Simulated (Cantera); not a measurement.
**Pyrogenic steam for wet oxidation**

An isothermal, constant-pressure homogeneous reactor starts with H₂ : O₂ : N₂ = 1.8 : 1 : 7 (molar parts), equivalence ratio 0.90, at 1048 K and 17000 Pa.

Detailed kinetics in Cantera: GRI-Mech 3.0 (53 species, 325 reactions). The temperature is held fixed by assumption; the heat of reaction is taken as removed at once.

```csv
t (s),x H₂,x O₂,x NO,x H₂O₂,x H,x OH,x O
8.00e-6,0.184,0.102,<1e-12,<1e-12,6.44e-11,1.61e-12,2.79e-12
4.63e-5,0.184,0.102,<1e-12,<1e-12,5.14e-10,2.13e-11,5.29e-11
0.000267,0.184,0.102,<1e-12,2.52e-11,7.19e-8,3.25e-9,8.44e-9
0.00155,0.0177,0.0249,2.98e-6,6.55e-7,0.0280,0.00147,0.00291
0.00894,0.00123,0.0118,3.91e-6,8.42e-7,0.000277,0.000213,8.64e-5
0.0517,5.18e-5,0.0112,3.88e-6,2.35e-7,1.81e-6,3.51e-5,2.58e-6
0.299,1.61e-6,0.0112,3.85e-6,2.36e-8,1.47e-8,8.02e-6,1.17e-7
1.73,9.45e-8,0.0112,3.89e-6,2.74e-9,3.30e-10,2.48e-6,1.11e-8
10.0,1.23e-8,0.0112,3.90e-6,4.27e-10,1.76e-11,9.48e-7,1.62e-9
```
x: mole fraction; the columns are a selection and need not sum to one.

Equilibrium at this temperature and pressure: H₂ 1.60e-9, O₂ 0.0112, NO 1.20e-5, H₂O₂ 4.48e-11, H <1e-12, OH 3.01e-7, O 1.64e-10 (gas phase only).
